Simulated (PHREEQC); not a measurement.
## Brine: speciation

A solution holds 3.1 mol NaBr, 0.13 mol NaHCO3 and 0.0017 mol H4SiO4 per kg of water, at 25 °C. Closed to the air; pH follows from the charge balance.

Model: Pitzer model, pitzer.dat, run in PHREEQC.

```yaml
pH: 7.42
ionic_strength: 3.23 mol/kgw
activity_of_water: 0.879
density: 1.221 g/cm³
osmotic_coefficient: 1.112
total_alkalinity: 130 meq/kg
```

| species | molality | activity | log γ |
|---|---|---|---|
| Na+ | 3.23 | 3.35 | 0.016 |
| Br- | 3.10 | 2.02 | -0.186 |
| HCO3- | 0.126 | 0.0379 | -0.521 |
| CO2 | 0.00207 | 0.00359 | 0.238 |
| CO3-2 | 0.00204 | 4.58e-5 | -1.649 |
| H4SiO4 | 0.00167 | 0.00240 | 0.159 |
| H3SiO4- | 3.47e-5 | 9.34e-6 | -0.570 |
| OH- | 6.84e-7 | 2.35e-7 | -0.465 |
| H+ | 1.56e-8 | 3.79e-8 | 0.387 |
| H2SiO4-2 | 3.32e-9 | 1.68e-11 | -2.297 |

Precipitation was switched off in this run. Saturation is exceeded, for instance for SiO2(a); the values hold only as long as no solid forms. Complexes and solids missing from the database can't appear. In brines, pH and single-ion activities rest on the MacInnes convention.
